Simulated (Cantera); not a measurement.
Gas mixture: C₂H₄ : C₂H₆ : C₃H₈ : CO = 0.51 : 0.23 : 0.41 : 0.052 (molar parts), at 2670 Pa, frozen composition.

Cantera's kinetic-theory transport with the Lennard-Jones parameters of GRI-Mech 3.0, ideal gas; thermal conductivity in the mixture-averaged form. The composition is frozen, though it would react at the higher temperatures.

D: mixture-averaged diffusion coefficient of that species in the mixture.

```csv
T (K),ρ (kg/m³),cp (J/kg/K),μ (µPa s),λ (mW/m/K),Pr,D (cm²/s) C₂H₂,D (cm²/s) NO,D (cm²/s) N₂
400,0.0272,2010,12.4,32.9,0.756,7.21,8.86,9.03
650,0.0167,2876,18.8,70.3,0.767,17.5,20.8,21.2
900,0.0121,[?],[?],[?],0.770,[?],[?],[?]
1150,0.00945,3896,28.8,145,0.773,47.3,55.0,56.0
1400,0.00777,4201,[?],[?],0.773,[?],[?],[?]
1650,0.00659,4431,36.9,212,0.773,87.2,101,103
1900,0.00572,4602,40.6,242,0.773,111,127,130
2150,0.00506,4729,44.0,270,0.772,136,156,159
2400,0.00453,4822,47.4,296,0.771,163,188,191
```

Task: Fill in the missing entries.

Result: 
- 900, cp (J/kg/K): 3467
- 900, μ (µPa s): 24.1
- 900, λ (mW/m/K): 109
- 900, D (cm²/s) C₂H₂: 31.0
- 900, D (cm²/s) NO: 36.4
- 900, D (cm²/s) N₂: 37.0
- 1400, μ (µPa s): 33.0
- 1400, λ (mW/m/K): 180
- 1400, D (cm²/s) C₂H₂: 66.1
- 1400, D (cm²/s) NO: 76.5
- 1400, D (cm²/s) N₂: 77.9
